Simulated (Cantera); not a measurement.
Ta₂O₅ + H₂ (hydrogen reduction and annealing atmospheres)

Feed: 1 mol Ta₂O₅, 0.42 mol H₂, equilibrated at 1998 K and 4900 Pa.

These are equilibrium values from Cantera (NASA tables, ideal gas, pure condensed phases), not measurements of a reactor. Candidate condensed phases: H₂O, Ta, Ta₂O₅; 12 gas species. Mutual solubility and eutectic melting of coexisting phases are not modelled. Condensed phases not in the tables: N, O or C dissolved in the metal. Equilibrium is a limit: real reactors are often held back by kinetics, nucleation or transport.

- x(H₂): 0.991
- x(H): 0.00721
- x(H₂O): 0.00180
- x(TaO₂): 2.07e-5
- x(TaO): 3.97e-6
- x(OH): 1.30e-6
- n(Ta(s)): 0.000301 mol
- n(Ta₂O₅(s)): 1.000 mol
- gas amount: 0.4215 mol
